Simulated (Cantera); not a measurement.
# Silicon etching in halogen gases: Si + SF6 + N2 + F2

Charge: 1 mol Si, 1.6 mol SF6, 4.1 mol N2, 3.8 mol F2, held at 1.00 Torr.

These are equilibrium values from Cantera (NASA tables, ideal gas, pure condensed phases), not measurements of a reactor. Candidate condensed phases: S, Si, Si3N4; 29 gas species. The numbers say what is thermodynamically allowed, not how fast it happens.

```csv
T (K),x N2,x SF6,x F2,x NF3,x SiF4,x F
523,0.479,0.219,0.00390,0.161,0.137,2.21e-5
548,0.480,0.218,0.00963,0.157,0.136,8.10e-5
573,0.480,0.216,0.0215,0.148,0.135,0.000262
598,0.480,0.213,0.0428,0.131,0.133,0.000755
623,0.480,0.208,0.0752,0.105,0.130,0.00192
648,0.480,0.202,0.114,0.0737,0.126,0.00434
673,0.479,0.196,0.149,0.0445,0.122,0.00869
698,0.478,0.191,0.172,0.0237,0.120,0.0157
723,0.476,0.188,0.181,0.0117,0.117,0.0262
748,0.472,0.185,0.180,0.00555,0.116,0.0411
773,0.468,0.183,0.171,0.00260,0.114,0.0613
798,0.461,0.180,0.157,0.00120,0.113,0.0875
823,0.454,0.177,0.139,0.000543,0.111,0.120
```
x: gas mole fraction; nothing condenses.

From 523 K to 823 K nothing is condensed. The main Si-bearing gas is SiF4 throughout.
